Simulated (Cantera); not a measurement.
**Pb + O2 + H2 (iron carbonyl, mercury and lead vapours)**

Feed: 1 mol Pb, 1.5 mol O2, 3.1 mol H2, equilibrated at 2.50 mbar.

Cantera equilibrium calculation (NASA polynomials, part measured and part estimated; ideal gas, pure solids and liquids). Candidate condensed phases: H2O, Pb, PbO, PbO2, Pb3O4; 12 gas species. Equilibrium is a limit: real reactors are often held back by kinetics, nucleation or transport.

From 723 K to 1173 K the condensed part is Pb(l). From 1223 K to 1323 K nothing is condensed. The main Pb-bearing gas is Pb throughout.

```json
[
 {"T (K)": "723", "x H2O": "0.968", "x Pb": "1.24e-6", "x H2": "0.0323", "x PbO": "<1e-12", "x Pb2": "<1e-12", "x H": "<1e-12", "n Pb(l)": "1.000"},
 {"T (K)": "773", "x H2O": "0.968", "x Pb": "9.24e-6", "x H2": "0.0323", "x PbO": "1.06e-11", "x Pb2": "<1e-12", "x H": "3.26e-12", "n Pb(l)": "1.000"},
 {"T (K)": "823", "x H2O": "0.968", "x Pb": "5.37e-5", "x H2": "0.0323", "x PbO": "1.93e-10", "x Pb2": "6.60e-12", "x H": "2.63e-11", "n Pb(l)": "1.000"},
 {"T (K)": "873", "x H2O": "0.967", "x Pb": "0.000254", "x H2": "0.0322", "x PbO": "2.51e-9", "x Pb2": "8.98e-11", "x H": "1.68e-10", "n Pb(l)": "0.999"},
 {"T (K)": "923", "x H2O": "0.967", "x Pb": "0.00101", "x H2": "0.0322", "x PbO": "2.48e-8", "x Pb2": "9.14e-10", "x H": "8.78e-10", "n Pb(l)": "0.997"},
 {"T (K)": "973", "x H2O": "0.964", "x Pb": "0.00350", "x H2": "0.0321", "x PbO": "1.94e-7", "x Pb2": "7.27e-9", "x H": "3.88e-9", "n Pb(l)": "0.989"},
 {"T (K)": "1023", "x H2O": "0.957", "x Pb": "0.0107", "x H2": "0.0319", "x PbO": "1.23e-6", "x Pb2": "4.70e-8", "x H": "1.48e-8", "n Pb(l)": "0.967"},
 {"T (K)": "1073", "x H2O": "0.939", "x Pb": "0.0292", "x H2": "0.0313", "x PbO": "6.60e-6", "x Pb2": "2.54e-7", "x H": "4.96e-8", "n Pb(l)": "0.907"},
 {"T (K)": "1123", "x H2O": "0.897", "x Pb": "0.0731", "x H2": "0.0299", "x PbO": "3.04e-5", "x Pb2": "1.17e-6", "x H": "1.47e-7", "n Pb(l)": "0.755"},
 {"T (K)": "1173", "x H2O": "0.804", "x Pb": "0.169", "x H2": "0.0269", "x PbO": "0.000122", "x Pb2": "4.74e-6", "x H": "3.87e-7", "n Pb(l)": "0.370"},
 {"T (K)": "1223", "x H2O": "0.731", "x Pb": "0.244", "x H2": "0.0247", "x PbO": "0.000294", "x Pb2": "7.67e-6", "x H": "9.45e-7", "n Pb(l)": "0"},
 {"T (K)": "1273", "x H2O": "0.731", "x Pb": "0.243", "x H2": "0.0249", "x PbO": "0.000469", "x Pb2": "6.06e-6", "x H": "2.25e-6", "n Pb(l)": "0"},
 {"T (K)": "1323", "x H2O": "0.731", "x Pb": "0.243", "x H2": "0.0251", "x PbO": "0.000720", "x Pb2": "4.86e-6", "x H": "5.03e-6", "n Pb(l)": "0"}
]
```
x: gas mole fraction; n: condensed amount in mol.
